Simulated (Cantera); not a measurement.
## Adiabatic ignition

An adiabatic, constant-pressure homogeneous reactor starts with CH3OH : O2 : N2 = 1 : 3.57 : 13.4 (molar parts), at 1575 K and 11.0 bar.

Model: GRI-Mech 3.0 (53 species, 325 reactions), integrated in Cantera. GRI-Mech 3.0 was tuned for natural gas; its chemistry of methanol as a main component is partial and can be far from experiment.

```tsv
t (s)	T (K)	x CH3OH	x O2	x C2H2	x C2H6	x HCN	x C2H4
8.00e-6	1579	0.0530	0.197	1.49e-10	3.45e-7	1.40e-12	6.79e-8
2.58e-5	2344	<1e-12	0.113	<1e-12	<1e-12	1.02e-11	<1e-12
8.31e-5	2462	<1e-12	0.110	<1e-12	<1e-12	1.38e-12	<1e-12
0.000268	2461	<1e-12	0.110	<1e-12	<1e-12	1.43e-12	<1e-12
0.000863	2459	<1e-12	0.110	<1e-12	<1e-12	1.56e-12	<1e-12
0.00278	2452	<1e-12	0.108	<1e-12	<1e-12	1.83e-12	<1e-12
0.00896	2441	<1e-12	0.105	<1e-12	<1e-12	2.07e-12	<1e-12
0.0289	2436	<1e-12	0.104	<1e-12	<1e-12	2.12e-12	<1e-12
0.0931	2436	<1e-12	0.104	<1e-12	<1e-12	2.12e-12	<1e-12
0.300	2436	<1e-12	0.104	<1e-12	<1e-12	2.12e-12	<1e-12
```
x: mole fraction; the columns are a selection and need not sum to one.

* **time of steepest temperature rise**: 20.8 µs
* **temperature at 0.300 s**: 2436 K
* **equilibrium temperature**: 2436 K
* **x(CH3OH) at 0.300 s**: <1e-12 (gas-phase equilibrium <1e-12)
* **x(O2) at 0.300 s**: 0.104 (gas-phase equilibrium 0.104)
* **x(C2H2) at 0.300 s**: <1e-12 (gas-phase equilibrium <1e-12)
